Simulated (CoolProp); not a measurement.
R245fa along the isotherm 271.6 K: density (kg/m³) from the reference equation and from simpler models built on Tc = 427.0 K, pc = 3651 kPa, ω = 0.378; each cubic takes its own stable root.

Computed with CoolProp (reference Helmholtz-energy equation of state, Akasaka 2015).

```csv
p (kPa),phase,reference,van der Waals,Soave-Redlich-Kwong,Peng-Robinson
152,liquid,1408,9.365,1278,1443
304,liquid,1408,19.53,1279,1444
456,liquid,1409,828.3,1279,1444
608,liquid,1409,829.4,1280,1445
761,liquid,1409,830.5,1280,1445
913,liquid,1410,831.6,1281,1446
1060,liquid,1410,832.6,1281,1446
1220,liquid,1411,833.7,1282,1446
1370,liquid,1411,834.7,1282,1447
1520,liquid,1411,835.7,1283,1447
1670,liquid,1412,836.7,1283,1448
1830,liquid,1412,837.7,1284,1448
```

At some of these states van der Waals gives the other phase, because its saturation line lies elsewhere.
